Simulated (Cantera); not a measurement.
**Silicon etching in halogen gases: Si + F2 + N2**

Feed: 1 mol Si, 5.4 mol F2, 0.56 mol N2, at 1475 °C and 100 Torr.

These are equilibrium values from Cantera (NASA tables, ideal gas, pure condensed phases), not measurements of a reactor. Candidate condensed phases: Si, Si3N4; 16 gas species. The numbers say what is thermodynamically allowed, not how fast it happens.

```
Item                                  Value
--------------------------------  ---------
x(F)                                  0.811
x(SiF4)                               0.120
x(N2)                                0.0671
x(F2)                               0.00176
gas amount                        8.345 mol
log10 activity of Si(l) (absent)     -35.23
```
